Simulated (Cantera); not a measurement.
A diamond (100) surface in a fixed gas of H2 with x(CH4) = 0.0029, x(CH3) = 5.2e-05, at 950 K, 9300 Pa; coverages are run to steady state.

Model: the Harris–Goodwin 1993 mechanism for the reconstructed diamond (100) surface, integrated in Cantera.

θ: site fractions in the mechanism's names (c6HH fully hydrogenated, c6H* and c6*H radical sites, c6** diradical, c6HM methylated).

| x(H) | growth (µm/h) | θ c6HH | θ c6H* | θ c6*H | θ c6** | θ c6HM |
|---|---|---|---|---|---|---|
| 0.0001 | 1.01 | 0.512 | 0.0103 | 0.245 | 0.00302 | 0.177 |
| 0.0002 | 1.35 | 0.554 | 0.0116 | 0.277 | 0.00422 | 0.118 |
| 0.00042 | … | 0.591 | 0.0127 | 0.302 | … | … |
| 0.00085 | 1.81 | 0.615 | 0.0134 | 0.317 | 0.00594 | 0.0371 |
| 0.0017 | 1.91 | 0.628 | 0.0138 | 0.326 | 0.00632 | 0.0196 |
| 0.0035 | 1.96 | 0.636 | 0.0140 | 0.331 | 0.00654 | … |
| 0.0072 | 1.99 | 0.640 | 0.0142 | 0.333 | 0.00666 | 0.00483 |
| 0.015 | 2.01 | 0.641 | 0.0144 | 0.334 | 0.00673 | 0.00234 |
| 0.03 | 2.02 | 0.642 | 0.0147 | 0.335 | 0.00679 | 0.00117 |

Question: Fill in the missing entries.

Answer: 
- 0.00042, growth (µm/h): 1.63
- 0.00042, θ c6**: 0.00528
- 0.00042, θ c6HM: 0.0679
- 0.0035, θ c6HM: 0.00979
